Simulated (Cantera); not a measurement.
A perfectly stirred reactor is fed with CH4 : N2 = 1 : 1.6 (molar parts), at 15.0 Torr; it is held at 1375 K, and followed from long to short residence time.

Model: GRI-Mech 3.0 (53 species, 325 reactions), integrated in Cantera. GRI-Mech 3.0 stops at C3 and has no aromatics, soot or wall deposition, so with more carbon than oxygen in the feed, carbon stays in small species such as C2H2 where larger ones or solid carbon would form. Radical loss at walls, strong at low pressure, is not modelled.

Problem. Predict: x(CH4) at τ = 23.0 s; x(CH3) at τ = 23.0 s; x(C2H6) at τ = 23.0 s; x(C2H4) at τ = 23.0 s; x(CH4) at τ = 0.190 s; x(CH3) at τ = 0.190 s; x(C2H6) at τ = 0.190 s; x(C2H4) at τ = 0.190 s.

Solution. 
| Item | Result |
|---|---|
| x(CH4) at τ = 23.0 s | 0.325 |
| x(CH3) at τ = 23.0 s | 0.000121 |
| x(C2H6) at τ = 23.0 s | 0.000103 |
| x(C2H4) at τ = 23.0 s | 0.00170 |
| x(CH4) at τ = 0.190 s | 0.384 |
| x(CH3) at τ = 0.190 s | 5.97e-5 |
| x(C2H6) at τ = 0.190 s | 1.90e-5 |
| x(C2H4) at τ = 0.190 s | 3.38e-5 |
